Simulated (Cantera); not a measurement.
What does this Cantera script print?

```python
import numpy as np
import cantera as ct

gas_names = """
    I I2 N N2 Na NaI Na2
""".split()
cond_names = """
    I2(cr) I2(L) Na(cr) Na(L) NaI(s) NaI(L)
""".split()


# ... load() reads the species with a 1 bar reference pressure and builds the phases ...
atoms = {
    'NaI': {'Na': 1, 'I': 1},
    'N2': {'N': 2},
}
top_T = {}  # K; cautious upper limits of use, not melting points


# ... equilibrate(T, P, feed) seeds the gas with the atoms and calls Mixture.equilibrate('TP', solver="vcs", rtol=1e-11, max_steps=5000) ...
results = []
feed = {'NaI': 1, 'N2': 16}  # mol
P = 7.9  # Pa
for T in [1000, 1100, 1200, 1300, 1400, 1500, 1600, 1700, 1800, 1900, 2000]:
    mix = equilibrate(T, P, feed)
    results.append((T, P, feed, dict(zip(mix.species_names, mix.species_moles))))

top = {s: max(r[3][s] / sum(r[3][g] for g in gas_names) for r in results) for s in gas_names}
cols = sorted((s for s in top if top[s] > 1e-05), key=lambda s: -top[s])[:8]
seen = [c for c in cond_names if any(r[3].get(c, 0) > 1e-12 for r in results)]
print("log10 of partial pressures in bar; condensed amounts in mol")
print(f"{'T/K':>10s}" + "".join(f"{s[:9]:>10s}" for s in cols + seen))
for T, P, feed, n in results:
    ng = sum(n[g] for g in gas_names)
    print(f"{T:10.4g}" + "".join(f"{np.log10(max(n[s] / ng * P / 1e5, 1e-99)):10.3f}" for s in cols)
          + "".join(f"{n.get(c, 0):10.4g}" for c in seen))
```

It prints:

```
log10 of partial pressures in bar; condensed amounts in mol
       T/K        N2       NaI        Na         I
      1000    -4.129    -5.333    -8.296    -8.296
      1100    -4.129    -5.335    -7.570    -7.570
      1200    -4.129    -5.344    -6.968    -6.968
      1300    -4.131    -5.368    -6.466    -6.466
      1400    -4.134    -5.430    -6.057    -6.057
      1500    -4.139    -5.564    -5.742    -5.742
      1600    -4.145    -5.814    -5.532    -5.532
      1700    -4.150    -6.188    -5.423    -5.423
      1800    -4.152    -6.629    -5.380    -5.380
      1900    -4.153    -7.071    -5.366    -5.366
      2000    -4.153    -7.486    -5.361    -5.361
```

Cantera equilibrium calculation (NASA polynomials, part measured and part estimated; ideal gas, pure solids and liquids).
